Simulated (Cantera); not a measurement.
Cantera run:

```python
import numpy as np
import cantera as ct

gas_names = """
    N NO NO2 NO3 N2 N2O O O2 O3 Si SiN SiO SiO2 Si2 Si2N Si3
""".split()
cond_names = """
    Si(cr) Si(L) SiO2(Lqz) SiO2(hqz) SiO2(L) Si2N2O(s) Si3N4(a)
""".split()


# ... load() reads the species with a 1 bar reference pressure and builds the phases ...
atoms = {
    'SiO2': {'Si': 1, 'O': 2},
    'Si': {'Si': 1},
    'N2': {'N': 2},
}
top_T = {'Si2N2O(s)': 2100, 'Si3N4(a)': 2400}  # K; cautious upper limits of use, not melting points


# ... equilibrate(T, P, feed) seeds the gas with the atoms and calls Mixture.equilibrate('TP', solver="vcs", rtol=1e-11, max_steps=5000) ...
results = []
feed = {'SiO2': 1, 'Si': 0.046, 'N2': 6.7}  # mol
P = 910  # Pa
for T in [1425, 1475, 1525, 1575, 1625, 1675, 1725]:
    mix = equilibrate(T, P, feed)
    results.append((T, P, feed, dict(zip(mix.species_names, mix.species_moles))))

top = {s: max(r[3][s] / sum(r[3][g] for g in gas_names) for r in results) for s in gas_names}
cols = sorted((s for s in top if top[s] > 0.001), key=lambda s: -top[s])[:5]
seen = [c for c in cond_names if any(r[3].get(c, 0) > 1e-12 for r in results)]
print("log10 of partial pressures in bar; condensed amounts in mol")
print(f"{'T/K':>10s}" + "".join(f"{s[:9]:>10s}" for s in cols + seen))
for T, P, feed, n in results:
    ng = sum(n[g] for g in gas_names)
    print(f"{T:10.4g}" + "".join(f"{np.log10(max(n[s] / ng * P / 1e5, 1e-99)):10.3f}" for s in cols)
          + "".join(f"{n.get(c, 0):10.4g}" for c in seen))
```

It prints:

```
log10 of partial pressures in bar; condensed amounts in mol
       T/K        N2       SiO SiO2(hqz)   SiO2(L) Si2N2O(s)
      1425    -2.041    -5.893    0.9844         0   0.03035
      1475    -2.041    -5.268    0.9833         0   0.02935
      1525    -2.042    -4.686    0.9796         0   0.02562
      1575    -2.044    -4.141    0.9668         0   0.01282
      1625    -2.047    -3.909     0.954         0         0
      1675    -2.047    -3.909     0.954         0         0
      1725    -2.047    -3.909         0     0.954         0
```

Cantera equilibrium calculation (NASA polynomials, part measured and part estimated; ideal gas, pure solids and liquids). N2 is the only nitrogen source here; it is nearly inert below about 1500 K, so the nitride shown seldom forms there in practice. Mutual solubility and eutectic melting of coexisting phases are not modelled. The tables hold silica as quartz up to 1696 K and as liquid above; real silica turns to tridymite and cristobalite and melts near 1996 K.
